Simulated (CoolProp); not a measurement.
Vapour pressure (bar) of water: the reference equation beside estimates from Tc = 647.1 K, pc = 220.6 bar, ω = 0.344. Clausius-Clapeyron is anchored at 334.1 K with a constant enthalpy of vaporisation of 42.43 kJ/mol.

Values from CoolProp's reference Helmholtz-energy equation of state, Wagner 2002.

| T (K) | reference | Clausius-Clapeyron | van der Waals | Redlich-Kwong | Soave-Redlich-Kwong | Peng-Robinson |
|---|---|---|---|---|---|---|
| 334.1 | 0.2084 | 0.2084 | 7.596 | 0.7691 | 0.1748 | 0.1887 |
| 367.1 | 0.8139 | 0.8227 | 13.76 | 2.446 | 0.7359 | 0.7686 |
| 400.1 | 2.465 | 2.589 | 22.75 | 6.152 | 2.346 | 2.395 |
| 433.2 | 6.190 | 6.862 | 35.09 | 13.09 | 6.098 | 6.129 |
| 466.2 | 13.41 | 15.80 | 51.15 | 24.49 | 13.51 | 13.44 |
| 499.2 | 26.00 | 32.58 | 71.34 | 41.66 | 26.53 | 26.24 |
| 532.2 | 46.20 | 61.41 | 96.01 | 65.85 | 47.45 | 46.81 |
| 565.2 | 76.67 | 107.5 | 125.5 | 98.22 | 78.84 | 77.82 |

Absolute difference from the reference over all 8 rows, mean and median: Clausius-Clapeyron 16.7 and 14.3 %, van der Waals 881.6 and 374.2 %, Redlich-Kwong 118.0 and 97.0 %, Soave-Redlich-Kwong 5.0 and 2.8 %, Peng-Robinson 2.9 and 1.4 %.
